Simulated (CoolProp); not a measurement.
Aqueous ammonia as a coolant, 5 % by mass, freezing at -6.1 °C, 1 atm.

The numbers come from the Melinder's fits for secondary coolants in CoolProp.

```csv
T (°C),density (kg/m³),Prandtl number,conductivity (W/(m K)),viscosity (mPa s)
-5,980.4,19.5,0.513,2.37
0.2,980.2,15.5,0.526,1.93
5.3,979.8,12.8,0.536,1.63
10.5,979.0,10.8,0.545,1.40
15.7,978.0,9.24,0.554,1.22
20.9,976.7,8.01,0.563,1.08
26.1,975.1,6.94,0.571,0.947
```
